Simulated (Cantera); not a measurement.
A Cantera script and its output.

```python
import numpy as np
import cantera as ct

gas = ct.Solution("gri30.yaml")
gas.TPX = 1473, 33000, {'CH4': 9.6, 'N2': 52}
inlet = ct.Reservoir(gas, clone=True)

reactor = ct.IdealGasConstPressureReactor(gas, energy="off", clone=False)
exhaust = ct.Reservoir(gas, clone=True)
tau = [0.32, 0.15, 0.073, 0.035, 0.017, 0.008, 0.0038, 0.0018, 0.00087, 0.00042, 0.0002][0]
for a, b in ((inlet, reactor), (reactor, exhaust)):
    ct.MassFlowController(a, b, mdot=lambda t: reactor.mass / tau)
net = ct.ReactorNet([reactor])
show = ['CH4', 'CH3', 'C2H2', 'H', 'CH2']

rows = []
print(f"{'tau/s':>10s}{'T/K':>9s}" + "".join(f"{s:>11s}" for s in show))
for tau in [0.32, 0.15, 0.073, 0.035, 0.017, 0.008, 0.0038, 0.0018, 0.00087, 0.00042, 0.0002]:
    net.initial_time = 0.0
    net.advance(30 * tau)
    before = gas.X
    net.advance(40 * tau)
    drift = np.max(np.abs(gas.X - before) / (gas.X + 1e-9))
    rows.append([gas.T, *gas[show].X, drift])
    print(f"{tau:10.3e}{gas.T:9.1f}" + "".join(f"{x:11.3e}" for x in gas[show].X))
```

Output:

```
     tau/s      T/K        CH4        CH3       C2H2          H        CH2
 3.200e-01   1473.0  1.384e-01  1.221e-04  6.023e-03  9.837e-07  4.143e-09
 1.500e-01   1473.0  1.465e-01  1.334e-04  2.535e-03  5.458e-07  4.654e-09
 7.300e-02   1473.0  1.513e-01  1.336e-04  8.142e-04  2.690e-07  4.517e-09
 3.500e-02   1473.0  1.539e-01  1.195e-04  1.689e-04  1.153e-07  3.566e-09
 1.700e-02   1473.0  1.551e-01  9.563e-05  2.420e-05  5.127e-08  2.282e-09
 8.000e-03   1473.0  1.556e-01  6.955e-05  2.427e-06  2.680e-08  1.215e-09
 3.800e-03   1473.0  1.557e-01  4.788e-05  2.171e-07  1.773e-08  5.803e-10
 1.800e-03   1473.0  1.558e-01  3.026e-05  1.640e-08  1.388e-08  2.340e-10
 8.700e-04   1473.0  1.558e-01  1.717e-05  1.071e-09  1.232e-08  7.633e-11
 4.200e-04   1473.0  1.558e-01  8.822e-06  5.967e-11  1.179e-08  2.061e-11
 2.000e-04   1473.0  1.558e-01  4.274e-06  2.975e-12  1.161e-08  5.055e-12
```

Cantera simulation using GRI-Mech 3.0 (53 species, 325 reactions); the numbers are that mechanism's predictions, not measurements. GRI-Mech 3.0 stops at C3 and has no aromatics, soot or wall deposition, so with more carbon than oxygen in the feed, carbon stays in small species such as C2H2 where larger ones or solid carbon would form.
